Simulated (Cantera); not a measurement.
Charge: 1 mol Si, a varied amount of F2, 8.7 mol H2, at 350 °C and 0.0100 bar.

Method: chemical equilibrium by Gibbs-energy minimisation in Cantera with the NASA 1993 tables (ideal gas, pure condensed phases). Candidate condensed phases: Si; 25 gas species. Rates play no part.

Problem. At 5.5 mol F2, list the 3 most abundant gas species with their mole fractions, and the condensed phases.

Solution. HF 0.530, H2 0.394, SiF4 0.0758. Condensed: gas only.
